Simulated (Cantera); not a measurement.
Feed: 1 mol SiO₂, 0.39 mol CH₄, 0.2 mol N₂, at 100 Torr.

These are equilibrium values from Cantera (NASA tables, ideal gas, pure condensed phases), not measurements of a reactor. Candidate condensed phases: C, C₆H₆, C₇H₈, C₈H₁₈, H₂O, Si, SiC, SiO₂, Si₂N₂O, Si₃N₄; 151 gas species. Mutual solubility and eutectic melting of coexisting phases are not modelled. The tables hold silica as quartz up to 1696 K and as liquid above; real silica turns to tridymite and cristobalite and melts near 1996 K. Gases not in the tables: Si(OH)₄. Rates play no part.

### Question
Which condensed phases are stable at each of these points (T (°C)): 1452, 1552, 1652, 1752, 1852, 1952, 2052, 2152?

### Answer
```
T (°C)             condensed phases  Si condensed (%)
------  ---------------------------  ----------------
1452    SiO₂(condensed) + Si₂N₂O(s)              98.1
1552    SiO₂(condensed) + Si₂N₂O(s)              87.0
1652                SiO₂(condensed)              60.9
1752                        SiO₂(l)              60.7
1852                        SiO₂(l)              59.7
1952                        SiO₂(l)              56.8
2052                        SiO₂(l)              49.7
2152                        SiO₂(l)              37.0
```

From 1452 °C to 1552 °C the condensed part is SiO₂(condensed) + Si₂N₂O(s). At 1652 °C the condensed part is SiO₂(condensed). From 1752 °C to 2152 °C the condensed part is SiO₂(l). The share of Si in condensed phases is highest at 1452 °C (98.1 %) and lowest at 2152 °C (37.0 %).
